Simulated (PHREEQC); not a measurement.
1 kg of water meets 20 L of dry gas (H2 0.4, N2 0.6 by moles) at fixed total pressure, at 30 atm; fugacities by Peng-Robinson. The gases take part in no redox reaction, some water evaporates into the gas, and hydrates or a liquid gas phase aren't modelled. No solid was allowed to form.

Computed with PHREEQC (ion-association model, phreeqc.dat).

| T (°C) | dissolved H2 (mol/kgw) | φ of H2 | p of H2 (atm) | dissolved N2 (mol/kgw) | φ of N2 | p of N2 (atm) |
|---|---|---|---|---|---|---|
| 10 | 0.0103 | 1.012 | 12.0 | 0.0146 | 0.985 | 18.0 |
| 20 | 0.00957 | 1.012 | 12.0 | 0.0123 | 0.988 | 18.0 |
| 30 | 0.00906 | 1.011 | 12.0 | 0.0108 | 0.991 | 18.0 |
| 40 | 0.00873 | 1.011 | 12.0 | 0.00966 | 0.993 | 18.0 |
| 50 | 0.00855 | 1.011 | 11.9 | 0.00890 | 0.995 | 17.9 |
| 60 | 0.00848 | 1.010 | 11.9 | 0.00838 | 0.997 | 17.9 |
| 70 | 0.00851 | 1.010 | 11.9 | 0.00804 | 0.999 | 17.8 |
| 80 | 0.00861 | 1.010 | 11.8 | 0.00784 | 1.001 | 17.7 |
| 90 | 0.00879 | 1.010 | 11.7 | 0.00775 | 1.002 | 17.6 |

Away from 25 °C the constants follow the database's enthalpies or fits; those with neither stay at their 25 °C values.
